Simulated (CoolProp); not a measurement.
A Linde-Hampson liquefier for dry air: isothermal reversible compression at 250 K from 1 atm to 40 MPa, throttling to 1 atm, return gas leaving the recuperator 0 K below the feed. Each further row changes one setting.

Values from CoolProp's reference Helmholtz-energy equation of state, Lemmon 2000. It is a pseudo-pure fit of the blend.

| case | liquid yield per pass | compression work (kJ/kg of gas) |
|---|---|---|
| as stated | 0.173 | 424 |
| high pressure 80 MPa | 0.134 | 496 |
| warm-end temperature 280 K | 0.128 | 482 |
| warm-end gap 5 K | 0.161 | 424 |
